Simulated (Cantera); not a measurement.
# Stirred combustor or abatement burner

A perfectly stirred reactor is fed with CH4 : O2 : N2 = 1 : 2.82 : 10.6 (molar parts), at 18.0 bar; it is adiabatic with a 323 K inlet, and is followed from long to short residence time, starting on the burning branch (τ in s: 0.081, 0.03, 0.011, 0.0039, 0.0014, 0.00053, 0.00019, 7e-05, 2.5e-05).

Detailed kinetics in Cantera: GRI-Mech 3.0 (53 species, 325 reactions). The pressure lies above the range GRI-Mech 3.0 was tuned for (to about 10 atm).

```csv
τ (s),T (K),x CH4,x O2,x O,x C2H4,x CH2
0.081,1879,2.72e-6,0.0568,1.55e-5,3.93e-10,5.09e-9
0.030,1878,6.83e-6,0.0568,1.76e-5,2.42e-9,1.36e-8
0.011,1877,1.63e-5,0.0569,2.24e-5,1.30e-8,3.66e-8
0.0039,1873,3.74e-5,0.0571,3.25e-5,6.18e-8,9.96e-8
0.0014,1866,8.35e-5,0.0575,5.05e-5,2.58e-7,2.60e-7
0.00053,1850,0.000187,0.0586,7.64e-5,1.02e-6,6.16e-7
0.00019,1800,0.000595,0.0622,9.69e-5,7.50e-6,1.34e-6
7.0e-5,323,0.0693,0.196,<1e-12,<1e-12,<1e-12
2.5e-5,323,0.0693,0.196,<1e-12,<1e-12,<1e-12
```
x: mole fraction; the columns are a selection and need not sum to one.
